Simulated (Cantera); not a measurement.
Cantera with NASA thermochemical tables; ideal gases at 1 bar, condensed phases pure. Values are per mole of reaction as written; species without (g) are pure solids or liquids, kept so even where they would boil at 1 bar.

3 Cl(g) + Ti ⇌ TiCl3, with ΔH° = -1085.7 kJ and ΔS° = -386.5 J/K at 300 K.

Task: How far is the shortcut ΔG° ≈ ΔH°(300 K) − T·ΔS°(300 K) from the full temperature-dependent value at 473, 483, 493, 503, 513, 523, 533, 543 K?

Result: 
| T (K) | shortcut (kJ) | full (kJ) | difference (kJ) | difference in log10 K |
|---|---|---|---|---|
| 473 | -902.8 | -903.1 | 0.2 | -0.03 |
| 483 | -899.0 | -899.2 | 0.3 | -0.03 |
| 493 | -895.1 | -895.4 | 0.3 | -0.03 |
| 503 | -891.2 | -891.6 | 0.3 | -0.03 |
| 513 | -887.4 | -887.7 | 0.3 | -0.04 |
| 523 | -883.5 | -883.9 | 0.4 | -0.04 |
| 533 | -879.6 | -880.1 | 0.4 | -0.04 |
| 543 | -875.8 | -876.2 | 0.4 | -0.04 |
The shortcut ignores the heat-capacity change of the reaction.
